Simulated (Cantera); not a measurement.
Input: 1 mol PbO, 1.4 mol CO, 6.2 mol C, equilibrated at 1200 °C and 0.720 bar.

Equilibrium computed with Cantera from the NASA thermochemical tables; the gas is ideal and each condensed phase is pure. Kinetics and transport are ignored.

```
species             before    after
----------------  --------  -------
CO                   0.973    0.811
Pb                  0.0262    0.189
Pb₂                9.22e-6  6.64e-5
CO₂               0.000576  5.56e-5
C(graphite), mol      5.20     5.20
Pb(l), mol           0.935    0.442
```
Gas species are given as mole fractions.

What was changed between the two runs?
(A) pressure from 0.720 bar to 0.100 bar
(B) pressure from 0.720 bar to 10.0 mbar
(C) pressure from 0.720 bar to 2.00 mbar
(D) pressure from 0.720 bar to 1.33 mbar

A, pressure from 0.720 bar to 0.100 bar
